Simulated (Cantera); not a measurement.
A perfectly stirred reactor is fed with CH4 : O2 : N2 = 1 : 2.33 : 25.6 (molar parts), equivalence ratio 0.86, at 4.15 atm; it is adiabatic with a 775 K inlet, and is followed from long to short residence time, starting on the burning branch (τ in s: 0.19, 0.08, 0.033, 0.014, 0.0058, 0.0024, 0.001, 0.00043, 0.00018, 7.5e-05, 3.1e-05, 1.3e-05, 5.5e-06).

Computed with Cantera and GRI-Mech 3.0 (53 species, 325 reactions).

Q: What does this change do: N2 25.6 to 36 parts?

A: 
| quantity | before | after |
|---|---|---|
| blow-out, bracketed by the residence times tried | burning at 2.40 ms, out at 1.00 ms | not reached |
| x(CH4) at τ = 0.190 s | 8.64e-6 | 0.0254 |
| x(O2) at τ = 0.190 s | 0.0115 | 0.0592 |
| x(H) at τ = 0.190 s | 2.52e-6 | <1e-12 |
| x(HO2) at τ = 0.190 s | 9.50e-7 | 1.57e-10 |
| x(O) at τ = 0.190 s | 8.84e-6 | <1e-12 |
| x(CH4) at τ = 1.00 ms | 0.0346 | 0.0254 |
| x(O2) at τ = 1.00 ms | 0.0805 | 0.0592 |
| x(H) at τ = 1.00 ms | <1e-12 | <1e-12 |
| x(HO2) at τ = 1.00 ms | 1.85e-12 | 1.00e-12 |
| x(O) at τ = 1.00 ms | <1e-12 | <1e-12 |
| state | not reached | not burning at any residence time tried |
